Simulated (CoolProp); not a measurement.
Vapour-liquid equilibrium of 1-butene (1) + acetone (2) at -3.65 °C; x and y are mole fractions of (1).

Values from CoolProp's multi-fluid Helmholtz-energy mixture model, Lemmon 2005 and Lemmon 2006; pair parameters Bell 2016.

**Question.** Give the bubble pressure and the first vapour's composition at x = 0.05, 0.5, 0.95. Is there an azeotrope?

**Answer.** x = 0.05: 25.12 kPa, y = 0.707; x = 0.5: 89.20 kPa, y = 0.937; x = 0.95: 108.7 kPa, y = 0.984. No azeotrope shows between x = 0.05 and 0.95.

Pair parameters are fitted to limited data, so mixtures are less certain than the pure fluids. With so large a gap from Raoult's law the liquid may split in two, which this calculation doesn't test in full.
